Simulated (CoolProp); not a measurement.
Cyclopentane along the isotherm 520.8 K: density (kg/m³) from the reference equation and from simpler models built on Tc = 511.7 K, pc = 4583 kPa, ω = 0.202; each cubic takes its own stable root.

Model: reference Helmholtz-energy equation of state, Gedanitz 2015, in CoolProp.

| p (kPa) | phase | reference |
|---|---|---|
| 764 | gas | 13.13 |
| 1530 | gas | 28.16 |
| 2290 | gas | 45.71 |
| 3060 | gas | 67.69 |
| 3820 | gas | 97.10 |
| 4580 | gas | 147.3 |
| 5350 | supercritical | 328.2 |
| 6110 | supercritical | 401.0 |
| 6870 | supercritical | 427.7 |

Q: How far does each simpler model (van der Waals, Soave-Redlich-Kwong) lie from the reference over these 9 states: mean and median of the absolute difference, and the worst?

A: 
- van der Waals: mean 10.6 %, median 5.8 %, worst -26.9 % at 520.8 K and 6870 kPa
- Soave-Redlich-Kwong: mean 6.5 %, median 2.5 %, worst -16.9 % at 520.8 K and 6110 kPa
